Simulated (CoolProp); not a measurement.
A single-stage vapour-compression cycle with chloromethane (R40): evaporating at 286.15 K (dew point), condensing at 337.15 K (bubble point), superheat 2 K, subcooling 8 K, compressor efficiency 0.6, no pressure losses. Each further row changes one setting.

Computed with CoolProp (reference Helmholtz-energy equation of state, Thol 2014).

```tsv
case	cooling COP	pressure ratio	discharge temperature (K)	refrigerating effect (kJ/kg)	volumetric capacity (kJ/m³)
as stated	2.86	3.90	419.7	319	2940
evaporating temperature 291.15 K	3.28	3.33	409.5	321	3430
condensing temperature 332.15 K	3.24	3.48	408.2	327	3020
subcooling 13 K	2.94	3.90	419.7	327	3020
superheat 12 K	2.82	3.90	433.2	329	2890
compressor efficiency 0.5	2.38	3.90	439.8	319	2940
```
